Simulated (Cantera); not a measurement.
**Catalytic stagnation flow on Pt**

A jet of 2.17 % CH4, 12.0 % O2, 85.9 % N2 at 300 K and 0.140 bar hits a platinum plate 2.1 cm away at a mass flux of 0.037 kg/m²/s; the plate temperature is set and raised in steps from an oxygen-covered start.

Detailed kinetics in Cantera: Deutschmann's 1995 Pt surface mechanism with GRI-Mech 3.0 gas chemistry. Catalytic surfaces can have several steady states; this one follows from the mechanism file's or the stated starting coverage.

```csv
plate T (K),wall x CH4,wall x O2,wall x H2O,wall x OH,wall x CO,wall x CO2,θ free Pt,θ O*,θ OH*
900,0.0145,0.104,0.0135,2.07e-8,5.24e-6,0.00880,0.181,0.817,0.00111
950,0.0110,0.0968,0.0200,6.60e-8,5.50e-6,0.0131,0.247,0.752,0.00124
1000,0.00821,0.0908,0.0251,1.83e-7,5.53e-6,0.0165,0.315,0.684,0.00124
1050,0.00619,0.0866,0.0288,4.45e-7,5.53e-6,0.0189,0.383,0.615,0.00118
1100,0.00480,0.0837,0.0313,9.77e-7,5.63e-6,0.0205,0.450,0.548,0.00108
1150,0.00384,0.0817,0.0330,1.97e-6,5.85e-6,0.0217,0.515,0.484,0.000967
1200,0.00316,0.0804,0.0341,3.70e-6,6.25e-6,0.0224,0.576,0.424,0.000854
```
x: mole fraction at the wall; θ: surface coverage.
